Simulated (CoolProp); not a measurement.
Computed with CoolProp (reference Helmholtz-energy equation of state, Gao 2016).

Question: Give the vapour pressure (bar), liquid density (kg/m³), enthalpy of vaporisation (kJ/kg), liquid cp (kJ/(kg K)) of saturated sulfur dioxide at 15.25, 70.05, 102.95 °C.

Answer: 
| T (°C) | p (bar) | liquid density (kg/m³) | enthalpy of vaporisation (kJ/kg) | liquid cp (kJ/(kg K)) |
|---|---|---|---|---|
| 15.25 | 2.79 | 1390 | 366 | 1.38 |
| 70.05 | 14.2 | 1230 | 304 | 1.51 |
| 102.95 | 29.5 | 1100 | 251 | 1.73 |
